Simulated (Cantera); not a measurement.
Mixture: CH4 : O2 : N2 : H2O = 1 : 3.12 : 11.8 : 2 (molar parts), equivalence ratio 0.64, at 78000 Pa, adiabatic and at constant pressure. Ignition delay is the time to a rise of 400 K.

Model: GRI-Mech 3.0 (53 species, 325 reactions), integrated in Cantera.

What does this change do: CH4 1 to 2.8 parts?


```
quantity                                                before       after
--------------------------------------------------  ----------  ----------
delay at 1075 K                                        0.368 s     0.661 s
delay at 1275 K                                        20.8 ms     37.1 ms
delay at 1475 K                                        1.93 ms     3.13 ms
delay at 1675 K                                       0.318 ms    0.422 ms
delay at 1875 K                                        87.0 µs    0.100 ms
apparent activation energy between 1775 and 1975 K  160 kJ/mol  180 kJ/mol
```

What does this change do: pressure from 78000 Pa to 260000 Pa?


```tsv
quantity	before	after
delay at 1075 K	0.368 s	98.4 ms
delay at 1275 K	20.8 ms	7.09 ms
delay at 1475 K	1.93 ms	0.765 ms
delay at 1675 K	0.318 ms	0.119 ms
delay at 1875 K	87.0 µs	29.6 µs
apparent activation energy between 1775 and 1975 K	160 kJ/mol	170 kJ/mol
```
